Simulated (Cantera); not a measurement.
A closed system holds: 1 mol PH3, 1.8 mol H2, 3.1 mol O2, equilibrated at 1525 °C and 285 Torr.

These are equilibrium values from Cantera (NASA tables, ideal gas, pure condensed phases), not measurements of a reactor. Candidate condensed phases: H2O, P, P4O10; 17 gas species. Gases not in the tables: HPO2, HPO3 and P4O6. The numbers say what is thermodynamically allowed, not how fast it happens.

Base state: H2O 0.833, O2 0.0632, PO2 0.0519, P4O10 0.0502, OH 0.00185, H2 0.000284, O 4.87e-5, PO 1.00e-5 (mole fractions); condensed: gas only.

Q: What changes in the equilibrium state with this change: pressure from 285 Torr to 3.68 Torr?

A: 
| species | before | after |
|---|---|---|
| H2O | 0.833 | 0.688 |
| PO2 | 0.0519 | 0.210 |
| O2 | 0.0632 | 0.0939 |
| P4O10 | 0.0502 | 5.50e-7 |
| PO | 1.00e-5 | 0.000292 |
| H | 9.63e-6 | 0.000207 |
| O | 4.87e-5 | 0.000523 |
| H2 | 0.000284 | 0.00170 |
| OH | 0.00185 | 0.00552 |

Q: What changes in the equilibrium state with this change: temperature from 1525 °C to 2752 °C?

A: 
```csv
species,before,after
H2O,0.833,0.372
PO2,0.0519,0.129
OH,0.00185,0.115
H2,0.000284,0.0914
P4O10,0.0502,<1e-9
H,9.63e-6,0.0836
PO,1.00e-5,0.0418
O,4.87e-5,0.0643
O2,0.0632,0.103
P,<1e-9,6.40e-5
HO2,1.06e-6,3.95e-5
```
